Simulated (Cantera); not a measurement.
Input: 1 mol MgO, 1.4 mol HI, 1.3 mol H₂O, held at 1100 °C and 1 atm.

Method: chemical equilibrium by Gibbs-energy minimisation in Cantera with the NASA 1993 tables (ideal gas, pure condensed phases). Candidate condensed phases: H₂O, I₂, Mg, MgI₂, MgO, Mg(OH)₂; 20 gas species. Equilibrium is a limit: real reactors are often held back by kinetics, nucleation or transport.

Base state: H₂O 0.450, HI 0.272, I 0.134, H₂ 0.105, I₂ 0.0381, MgI₂ 0.000589 (mole fractions); condensed: MgO(s).

**Question.** What changes in the equilibrium state with this change: temperature from 1100 °C to 850 °C?

**Answer.** 
```
species        before    after
-----------  --------  -------
H₂O             0.450    0.472
HI              0.272    0.347
H₂              0.105   0.0806
I               0.134   0.0378
I₂             0.0381   0.0617
MgI₂         0.000589  6.44e-5
MgO(s), mol     0.998    1.000
```
